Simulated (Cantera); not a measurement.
A Cantera script and what it prints.

```python
import numpy as np
import cantera as ct

gas_names = [...]  # 109 gases of nasa_gas.yaml made of C, Cl, H, Si
cond_names = """
    C(gr) C6H6(L) C7H8(L) C8H18(L),n-octa Si(cr) Si(L) SiC(b)
""".split()


# ... load() reads the species with a 1 bar reference pressure and builds the phases ...
atoms = {
    '(CH3)2SiCl2': {'C': 2, 'H': 6, 'Si': 1, 'CL': 2},
    'C2H2': {'C': 2, 'H': 2},
    'H2': {'H': 2},
}
top_T = {'C(gr)': 4500, 'SiC(b)': 3050}  # K; cautious upper limits of use, not melting points


# ... equilibrate(T, P, feed) seeds the gas with the atoms and calls Mixture.equilibrate('TP', solver="vcs", rtol=1e-11, max_steps=5000) ...
results = []
feed = {'(CH3)2SiCl2': 1, 'C2H2': 0.69, 'H2': 570}  # mol
P = 100000  # Pa
for T in [1625, 1675, 1725, 1775, 1825, 1875, 1925, 1975, 2025, 2075, 2125]:
    mix = equilibrate(T, P, feed)
    results.append((T, P, feed, dict(zip(mix.species_names, mix.species_moles))))

top = {s: max(r[3][s] / sum(r[3][g] for g in gas_names) for r in results) for s in gas_names}
cols = sorted((s for s in top if top[s] > 1e-05), key=lambda s: -top[s])[:9]
seen = [c for c in cond_names if any(r[3].get(c, 0) > 1e-12 for r in results)]
print("log10 of partial pressures in bar; condensed amounts in mol")
print(f"{'T/K':>10s}" + "".join(f"{s[:9]:>10s}" for s in cols + seen))
for T, P, feed, n in results:
    ng = sum(n[g] for g in gas_names)
    print(f"{T:10.4g}" + "".join(f"{np.log10(max(n[s] / ng * P / 1e5, 1e-99)):10.3f}" for s in cols)
          + "".join(f"{n.get(c, 0):10.4g}" for c in seen))
```

Result:

```
log10 of partial pressures in bar; condensed amounts in mol
       T/K        H2         H       HCL C2H2,acet       CH4       CH3      SiH2        Si     C(gr)    SiC(b)
      1625    -0.002    -4.153    -2.458    -4.451    -2.837    -5.679    -7.124    -8.730     1.499    0.9997
      1675    -0.002    -3.936    -2.458    -4.238    -2.923    -5.549    -6.823    -8.234     1.624    0.9995
      1725    -0.002    -3.732    -2.458    -4.038    -3.005    -5.427    -6.539    -7.767     1.701    0.9994
      1775    -0.002    -3.539    -2.458    -3.849    -3.081    -5.312    -6.272    -7.327     1.734    0.9991
      1825    -0.002    -3.357    -2.459    -3.670    -3.154    -5.204    -6.020    -6.911     1.724    0.9987
      1875    -0.002    -3.185    -2.459    -3.501    -3.222    -5.101    -5.781    -6.518     1.665     0.998
      1925    -0.002    -3.021    -2.459    -3.342    -3.287    -5.004    -5.555    -6.146     1.551    0.9968
      1975    -0.003    -2.865    -2.459    -3.190    -3.348    -4.913    -5.341    -5.792     1.372    0.9947
      2025    -0.003    -2.717    -2.460    -3.046    -3.406    -4.826    -5.137    -5.456     1.114    0.9911
      2075    -0.003    -2.576    -2.460    -2.910    -3.462    -4.743    -4.944    -5.137    0.7606    0.9848
      2125    -0.004    -2.442    -2.461    -2.780    -3.515    -4.665    -4.760    -4.833    0.2943     0.974
```

Method: chemical equilibrium by Gibbs-energy minimisation in Cantera with the NASA 1993 tables (ideal gas, pure condensed phases). The feed counts by its element totals alone. Gases not in the tables: Si2H6 and higher silanes.
